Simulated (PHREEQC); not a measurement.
Solution (20 °C): 0.088 mol KOH, 7.7e-05 mol H3BO3 and 0.0047 mol K2CO3 per kg of water. Closed to the air; pH follows from the charge balance.

Model: ion-association model, phreeqc.dat, run in PHREEQC.

This is a speciation only: nothing precipitates in the calculation.

Predict the pH.

pH 12.99.
